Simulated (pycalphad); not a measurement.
Source of the numbers: pycalphad with the COST 507 light-alloy database (1999); pressure 1 atm. No gas phase is included, though pure Al would boil below 2577 °C. These are 1990s assessments: newer ones move some temperatures and phases. The system is extrapolated from its subsystems; higher-order compounds may be missing. Diffusion is slow at the low end, where real alloys seldom reach equilibrium.

**Question.** How does the equilibrium phase assembly of Ti-0.04543Al-0.2402C (wt.%) change on cooling from 2577 °C to 277 °C?

**Answer.** 
```
T (°C)     phases above     phases below
------  ---------------  ---------------
1664.4           LIQUID  BCC_A2 + LIQUID
1663.6  BCC_A2 + LIQUID           BCC_A2
1155.4           BCC_A2  BCC_A2 + FCC_A1
916.4   BCC_A2 + FCC_A1  BCC_A2 + HCP_A3
902.7   BCC_A2 + HCP_A3           HCP_A3
772.8            HCP_A3  FCC_A1 + HCP_A3
```
Changes were sought between steps of 100 K, so a narrower field can be missed.

FCC_A1 is fcc; BCC_A2 is bcc; HCP_A3 is hcp. The fcc model also describes the rock-salt carbide or nitride (TiC, TiN, HfC).
